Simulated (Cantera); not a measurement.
# Equilibrium for abatement and gas-phase synthesis: H2O + O2 + H2

Feed: 1 mol H2O, 0.15 mol O2, 0.39 mol H2, equilibrated at 823.15 K and 0.233 Torr.

Cantera equilibrium calculation (NASA polynomials, part measured and part estimated; ideal gas, pure solids and liquids). Candidate condensed phases: H2O; 9 gas species. Kinetics and transport are ignored.

| Item | Value |
|---|---|
| x(H2O) | 0.935 |
| x(H2) | 0.0647 |
| gas amount | 1.390 mol |
